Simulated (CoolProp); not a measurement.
Ethylene along the isobar 20.4 bar: density (kg/m³) from the reference equation and from simpler models built on Tc = 282.4 K, pc = 50.42 bar, ω = 0.087; each cubic takes its own stable root.

The numbers come from the reference Helmholtz-energy equation of state, Smukala 2000 in CoolProp.

```json
[
 {"T (K)": "200.4", "phase": "liquid", "reference": "523.2"},
 {"T (K)": "206.6", "phase": "liquid", "reference": "513.0"},
 {"T (K)": "212.8", "phase": "liquid", "reference": "502.3"},
 {"T (K)": "219", "phase": "liquid", "reference": "491.2"},
 {"T (K)": "225.2", "phase": "liquid", "reference": "479.3"},
 {"T (K)": "231.4", "phase": "liquid", "reference": "466.7"},
 {"T (K)": "237.6", "phase": "liquid", "reference": "452.9"},
 {"T (K)": "243.9", "phase": "liquid", "reference": "437.4"},
 {"T (K)": "250.1", "phase": "gas", "reference": "36.59"},
 {"T (K)": "256.3", "phase": "gas", "reference": "34.55"},
 {"T (K)": "262.5", "phase": "gas", "reference": "32.85"},
 {"T (K)": "268.7", "phase": "gas", "reference": "31.39"}
]
```

**Question.** How far does each simpler model (van der Waals, Redlich-Kwong, Soave-Redlich-Kwong, Peng-Robinson) lie from the reference over these 12 states: mean and median of the absolute difference, and the worst?

**Answer.** 
- van der Waals: mean 38.9 %, median 34.4 %, worst -91.8 % at 243.9 K and 20.4 bar
- Redlich-Kwong: mean 11.8 %, median 5.7 %, worst -91.3 % at 243.9 K and 20.4 bar
- Soave-Redlich-Kwong: mean 4.3 %, median 4.9 %, worst -9.2 % at 243.9 K and 20.4 bar
- Peng-Robinson: mean 4.7 %, median 4.8 %, worst +8.3 % at 200.4 K and 20.4 bar

At some of these states van der Waals, Redlich-Kwong gives the other phase, because its saturation line lies elsewhere.
